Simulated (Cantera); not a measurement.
A jet of 2.37 % CH4, 19.7 % O2, 77.9 % N2, equivalence ratio 0.24 at 300 K and 15.8 Torr hits a platinum plate 4.5 cm away at a mass flux of 0.16 kg/m²/s; the plate temperature is set and raised in steps from an oxygen-covered start.

Detailed kinetics in Cantera: Deutschmann's 1995 Pt surface mechanism with GRI-Mech 3.0 gas chemistry. Catalytic surfaces can have several steady states; this one follows from the mechanism file's or the stated starting coverage.

One state of this run: wall x CH4 = 0.0135; wall x O2 = 0.176; wall x H2O = 0.0187; wall x OH = 3.27e-6; wall x CO = 2.56e-5; wall x CO2 = 0.0123; θ free Pt = 0.595; θ O* = 0.404. x: mole fraction at the wall; θ: surface coverage.

### Question
Which value of plate T (K) does it belong to?
A. 1150
B. 950
C. 1000
D. 1100

### Answer
A, 1150
